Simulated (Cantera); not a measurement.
Input: 1 mol B, 0.11 mol H2O, 1 mol N2, equilibrated at 1.00 Torr.

Equilibrium computed with Cantera from the NASA thermochemical tables; the gas is ideal and each condensed phase is pure. Candidate condensed phases: B, BN, B2O3, B3O3H3, H2O; 39 gas species. Equilibrium is a limit: real reactors are often held back by kinetics, nucleation or transport.

Over these rows the condensed part is BN(s). Partial pressures as log10 of bar:

```json
[
 {"T (K)": "1550", "1000/T (1/K)": "0.6452", "log p HBO2": "-4.86", "log p N2": "-2.98", "log p H2": "-3.70", "log p B2O3": "-4.27", "log p HBO": "-4.87"},
 {"T (K)": "1625", "1000/T (1/K)": "0.6154", "log p HBO2": "-5.05", "log p N2": "-2.98", "log p H2": "-3.71", "log p B2O3": "-4.33", "log p HBO": "-4.65"},
 {"T (K)": "1700", "1000/T (1/K)": "0.5882", "log p HBO2": "-5.28", "log p N2": "-2.99", "log p H2": "-3.72", "log p B2O3": "-4.46", "log p HBO": "-4.48"},
 {"T (K)": "1775", "1000/T (1/K)": "0.5634", "log p HBO2": "-5.58", "log p N2": "-2.99", "log p H2": "-3.74", "log p B2O3": "-4.72", "log p HBO": "-4.36"},
 {"T (K)": "1850", "1000/T (1/K)": "0.5405", "log p HBO2": "?", "log p N2": "-2.99", "log p H2": "-3.76", "log p B2O3": "-5.11", "log p HBO": "-4.31"},
 {"T (K)": "1925", "1000/T (1/K)": "0.5195", "log p HBO2": "-6.40", "log p N2": "-3.00", "log p H2": "-3.77", "log p B2O3": "-5.60", "log p HBO": "-4.31"}
]
```

**Question.** Fit log p(HBO2) = a + b·(1000/T) to the five rows, give the apparent enthalpy, and predict the row at 1850 K.

**Answer.** Means: 1000/T = 0.5863, log p = -5.434. Sxy = 0.113148, Sxx = 0.0093063, so b = 12.16 and a = -5.434 − (12.16)×0.5863 = -12.56.
Apparent enthalpy: −19.145 × (12.16) = -233 kJ/mol. With the condensed phases at unit activity, 1/6 N2(g) + 1/2 H2(g) + 2/3 B2O3(g) = HBO2(g) + 1/3 BN(s) links this pressure to the main gases: over the six rows their terms move log p by -0.92 in all, so the slope isn't that reaction's ΔH° alone. The five rows lie within 0.16 of the line; that is curvature, so one enthalpy describes this range poorly.
Prediction at 1850 K: -12.56 + (12.16)×0.5405 = -5.99. The computed value is -5.96, 0.03 from the line.
